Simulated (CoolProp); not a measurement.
Saturation properties of methanol.

Values from CoolProp's reference Helmholtz-energy equation of state, de Reuck 1993.

```
T (°C)  p (kPa)  liquid cp (kJ/(kg K))  vapour viscosity (µPa s)  liquid conductivity (mW/(m K))
------  -------  ---------------------  ------------------------  ------------------------------
51.15     58.52                  2.717                         …                             195
75.45     153.7                  2.923                      11.1                               …
99.75     351.0                  3.166                      11.8                             186
123.95        …                      …                         …                             181
148.25        …                  3.810                      13.0                             176
172.55     2322                  4.297                      13.7                             172
196.75     3787                  5.107                         …                             168
221.05     5896                  7.802                      17.4                             164
```

Problem. What belongs in the gaps?

Solution. 
- 51.15, vapour viscosity (µPa s): 10.4
- 75.45, liquid conductivity (mW/(m K)): 191
- 123.95, p (kPa): 715.0
- 123.95, liquid cp (kJ/(kg K)): 3.453
- 123.95, vapour viscosity (µPa s): 12.4
- 148.25, p (kPa): 1336
- 196.75, vapour viscosity (µPa s): 14.8

It boils at 64.5 °C under 1 atm.

Viscosity comes from a separate model (Xiang 2006). Thermal conductivity comes from a separate model (Sykioti 2013).
